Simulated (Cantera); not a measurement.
An isothermal, constant-pressure homogeneous reactor starts with CH4 : CO2 : H2 = 1.3 : 0.34 : 0.67 (molar parts), at 1400 K and 0.120 bar.

Model: GRI-Mech 3.0 (53 species, 325 reactions), integrated in Cantera. GRI-Mech 3.0 stops at C3 and has no aromatics, soot or wall deposition, so with more carbon than oxygen in the feed, carbon stays in small species such as C2H2 where larger ones or solid carbon would form.

x: mole fraction; the columns are a selection and need not sum to one.

```json
[
 {"t (s)": "0.000600", "x CH4": "0.563", "x CO2": "0.147", "x H2": "0.290", "x C2H6": "1.24e-8", "x CH3": "6.48e-6", "x H2O2": "<1e-12"},
 {"t (s)": "0.00165", "x CH4": "0.563", "x CO2": "0.147", "x H2": "0.290", "x C2H6": "2.44e-7", "x CH3": "1.74e-5", "x H2O2": "<1e-12"},
 {"t (s)": "0.00452", "x CH4": "0.563", "x CO2": "0.147", "x H2": "0.290", "x C2H6": "3.99e-6", "x CH3": "4.10e-5", "x H2O2": "<1e-12"},
 {"t (s)": "0.0124", "x CH4": "0.563", "x CO2": "0.147", "x H2": "0.290", "x C2H6": "3.26e-5", "x CH3": "6.55e-5", "x H2O2": "<1e-12"},
 {"t (s)": "0.0341", "x CH4": "0.562", "x CO2": "0.147", "x H2": "0.290", "x C2H6": "…", "x CH3": "…", "x H2O2": "<1e-12"},
 {"t (s)": "0.0935", "x CH4": "0.561", "x CO2": "0.147", "x H2": "0.291", "x C2H6": "0.000201", "x CH3": "0.000103", "x H2O2": "<1e-12"},
 {"t (s)": "0.257", "x CH4": "0.557", "x CO2": "0.145", "x H2": "0.292", "x C2H6": "0.000220", "x CH3": "0.000106", "x H2O2": "<1e-12"},
 {"t (s)": "0.705", "x CH4": "0.546", "x CO2": "0.142", "x H2": "0.298", "x C2H6": "0.000212", "x CH3": "0.000104", "x H2O2": "<1e-12"},
 {"t (s)": "1.93", "x CH4": "0.517", "x CO2": "0.132", "x H2": "0.313", "x C2H6": "0.000191", "x CH3": "9.93e-5", "x H2O2": "<1e-12"},
 {"t (s)": "5.31", "x CH4": "0.450", "x CO2": "0.107", "x H2": "0.347", "x C2H6": "0.000149", "x CH3": "8.85e-5", "x H2O2": "<1e-12"},
 {"t (s)": "14.6", "x CH4": "0.324", "x CO2": "0.0582", "x H2": "0.407", "x C2H6": "8.60e-5", "x CH3": "6.88e-5", "x H2O2": "<1e-12"},
 {"t (s)": "40.0", "x CH4": "…", "x CO2": "…", "x H2": "…", "x C2H6": "…", "x CH3": "…", "x H2O2": "<1e-12"}
]
```

Question: Fill in the missing entries.

Answer: 
- 0.0341, x C2H6: 0.000111
- 0.0341, x CH3: 8.53e-5
- 40.0, x CH4: 0.168
- 40.0, x CO2: 0.0136
- 40.0, x H2: 0.501
- 40.0, x C2H6: 3.23e-5
- 40.0, x CH3: 4.30e-5
